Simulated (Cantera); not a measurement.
A Cantera script and what it prints.

```python
import numpy as np
import cantera as ct

gas_names = [...]  # 114 gases of nasa_gas.yaml made of C, Fe, H, O
cond_names = """
    C(gr) C6H6(L) C7H8(L) C8H18(L),n-octa Fe(a) Fe(c) Fe(d) Fe(L) FeC5O5(L) FeO(s) FeO(L) Fe(OH)2(s)
    Fe(OH)3(s) Fe2O3(s) Fe3O4(s) H2O(s) H2O(L)
""".split()


# ... load() reads the species with a 1 bar reference pressure and builds the phases ...
atoms = {
    'Fe2O3': {'Fe': 2, 'O': 3},
    'C': {'C': 1},
    'H2': {'H': 2},
}
top_T = {'C(gr)': 4500, 'Fe2O3(s)': 1830, 'Fe3O4(s)': 1870}  # K; cautious upper limits of use, not melting points


# ... equilibrate(T, P, feed) seeds the gas with the atoms and calls Mixture.equilibrate('TP', solver="vcs", rtol=1e-11, max_steps=5000) ...
results = []
T = 1348.15  # K
P = 55000  # Pa
for m in [0.68, 0.96, 1.3, 1.9, 2.6, 3.7, 5.2, 7.2]:
    feed = {'Fe2O3': 1, 'C': m, 'H2': 12}  # mol
    mix = equilibrate(T, P, feed)
    results.append((T, P, feed, dict(zip(mix.species_names, mix.species_moles))))
    x = sorted(zip(gas.X, gas.species_names), reverse=True)
    print(f"T = {T:g} K  P = {P:g} Pa  n(C) = {m:g} mol  gas = {mix.phase_moles(0):.4g} mol")
    print("   x: " + "  ".join(f"{s} {v:.3e}" for v, s in x if v > 0.001))
    print("   condensed (mol): " + ("  ".join(f"{mix.phase(i).name} {mix.phase_moles(i):.4g}"
          for i in range(1, mix.n_phases) if mix.phase_moles(i) > 1e-12) or "none"))
```

Result:

```
T = 1348.15 K  P = 55000 Pa  n(C) = 0.68 mol  gas = 12.68 mol
   x: H2 7.691e-01  H2O 1.773e-01  CO 4.798e-02  CO2 5.651e-03
   condensed (mol): Fe(c) 2
T = 1348.15 K  P = 55000 Pa  n(C) = 0.96 mol  gas = 12.96 mol
   x: H2 7.752e-01  H2O 1.507e-01  CO 6.738e-02  CO2 6.692e-03
   condensed (mol): Fe(c) 2
T = 1348.15 K  P = 55000 Pa  n(C) = 1.3 mol  gas = 13.3 mol
   x: H2 7.816e-01  H2O 1.207e-01  CO 9.060e-02  CO2 7.146e-03
   condensed (mol): Fe(c) 2
T = 1348.15 K  P = 55000 Pa  n(C) = 1.9 mol  gas = 13.9 mol
   x: H2 7.903e-01  CO 1.305e-01  H2O 7.299e-02  CO2 6.158e-03
   condensed (mol): Fe(c) 2
T = 1348.15 K  P = 55000 Pa  n(C) = 2.6 mol  gas = 14.6 mol
   x: H2 7.972e-01  CO 1.753e-01  H2O 2.467e-02  CO2 2.770e-03
   condensed (mol): Fe(c) 2
T = 1348.15 K  P = 55000 Pa  n(C) = 3.7 mol  gas = 14.96 mol
   x: H2 7.975e-01  CO 1.999e-01  CH4 2.039e-03
   condensed (mol): C(gr) 0.6781  Fe(c) 2
T = 1348.15 K  P = 55000 Pa  n(C) = 5.2 mol  gas = 14.96 mol
   x: H2 7.975e-01  CO 1.999e-01  CH4 2.039e-03
   condensed (mol): C(gr) 2.178  Fe(c) 2
T = 1348.15 K  P = 55000 Pa  n(C) = 7.2 mol  gas = 14.96 mol
   x: H2 7.975e-01  CO 1.999e-01  CH4 2.039e-03
   condensed (mol): C(gr) 4.178  Fe(c) 2
```

Cantera equilibrium calculation (NASA polynomials, part measured and part estimated; ideal gas, pure solids and liquids). Condensed phases not in the tables: cementite and carbon dissolved in iron.
